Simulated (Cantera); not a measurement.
A perfectly stirred reactor is fed with 0.953 % CH4, 98.3 % H2, 0.757 % CO2, at 0.133 bar; it is held at 2500 K, and followed from long to short residence time.

Computed with Cantera and GRI-Mech 3.0 (53 species, 325 reactions).

### Question
Predict: x(CH4) at τ = 4.00 s; x(H2) at τ = 4.00 s; x(CO2) at τ = 4.00 s; x(CH2CO) at τ = 4.00 s; x(CH4) at τ = 0.140 s; x(H2) at τ = 0.140 s; x(CO2) at τ = 0.140 s; x(CH2CO) at τ = 0.140 s.

### Answer
| Property | Result |
|---|---|
| x(CH4) at τ = 4.00 s | 1.30e-5 |
| x(H2) at τ = 4.00 s | 0.918 |
| x(CO2) at τ = 4.00 s | 1.43e-7 |
| x(CH2CO) at τ = 4.00 s | 1.00e-9 |
| x(CH4) at τ = 0.140 s | 6.76e-5 |
| x(H2) at τ = 0.140 s | 0.923 |
| x(CO2) at τ = 0.140 s | 3.18e-6 |
| x(CH2CO) at τ = 0.140 s | 1.55e-8 |
